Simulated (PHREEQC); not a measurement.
A solution holds 0.0063 mol/kgw SrCl2, 0.014 mol/kgw CO2 and 0.001 mol/kgw KCl, at 14 °C. Closed to the air; pH follows from the charge balance.

Computed with PHREEQC (ion-association model, phreeqc.dat).

No solid was allowed to form.

Predict the pH, specific conductance.

pH 4.13; specific conductance 1270 µS/cm.

Constants without temperature data keep their 25 °C values here.
